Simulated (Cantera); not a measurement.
An isothermal, constant-pressure homogeneous reactor starts with H₂ : O₂ : N₂ = 1.1 : 1 : 3.9 (molar parts), at 1325 K and 100.0 Torr.

Cantera simulation using the H2/O2 subset of GRI-Mech 3.0, which has no nitrogen chemistry; the numbers are that mechanism's predictions, not measurements. The temperature is held fixed by assumption; the heat of reaction is taken as removed at once.

x: mole fraction; the columns are a selection and need not sum to one.

| t (s) | x H₂ | x O₂ | x H₂O₂ | x O | x OH |
|---|---|---|---|---|---|
| 0.000100 | 0.183 | 0.167 | [?] | 1.75e-5 | 1.18e-5 |
| 0.000484 | 0.0174 | 0.0877 | 9.25e-7 | 0.0208 | 0.00697 |
| 0.00234 | 0.00408 | 0.0826 | [?] | 0.00337 | 0.00321 |
| 0.0113 | 0.000144 | 0.0824 | [?] | 0.000112 | 0.000588 |
| 0.0548 | 8.60e-6 | 0.0825 | [?] | 7.04e-6 | 0.000148 |
| 0.265 | 1.13e-6 | 0.0826 | [?] | 9.60e-7 | 5.47e-5 |
| 1.28 | 3.05e-7 | 0.0826 | [?] | 2.58e-7 | 2.83e-5 |
| 6.20 | 2.60e-7 | 0.0826 | 1.40e-9 | 2.18e-7 | 2.60e-5 |
| 30.0 | 2.60e-7 | 0.0826 | 1.40e-9 | 2.18e-7 | 2.60e-5 |

Problem. Fill in the missing entries.

Solution. 
- 0.000100, x H₂O₂: 7.88e-9
- 0.00234, x H₂O₂: 1.00e-6
- 0.0113, x H₂O₂: 2.02e-7
- 0.0548, x H₂O₂: 2.84e-8
- 0.265, x H₂O₂: 5.18e-9
- 1.28, x H₂O₂: 1.62e-9
